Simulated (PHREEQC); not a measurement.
Make-up at 20 °C: 0.013 mol/kgw CaCl2, 0.017 mol/kgw CO2 and 0.26 mol/kgw MgSO4. Closed to the air; pH follows from the charge balance.

The numbers come from PHREEQC with the ion-association model, phreeqc.dat.

Each row changes one thing in this solution. This is a speciation only: nothing precipitates in the calculation.

```
case                                pH  ionic strength (mol/kgw)  HCO3- (mol/kgw)  (CO2)2 (mol/kgw)  CO3-2 (mol/kgw)
--------------------------------  ----  ------------------------  ---------------  ----------------  ---------------
as made                           4.21                     0.473         0.000178           4.84e-6         3.56e-10
CO2 from 0.017 to 0.0085 mol/kgw  4.36                     0.473         0.000125           1.19e-6         3.56e-10
diluted 10-fold with water        4.66                    0.0666          3.88e-5           4.32e-8         1.37e-10
diluted 100-fold with water       5.11                   0.00894          9.41e-6               [?]         6.75e-11
CaCl2 left out                    4.22                     0.444         0.000180               [?]         3.64e-10
MgSO4 left out                    4.05                    0.0391              [?]           4.46e-6         7.55e-11
```

Fill in the missing entries.


- diluted 100-fold with water, (CO2)2 (mol/kgw): 3.99e-10
- CaCl2 left out, (CO2)2 (mol/kgw): 4.81e-6
- MgSO4 left out, HCO3- (mol/kgw): 9.49e-5

Species that the database lacks are ignored. Some of these states are supersaturated (in Gypsum, for instance).
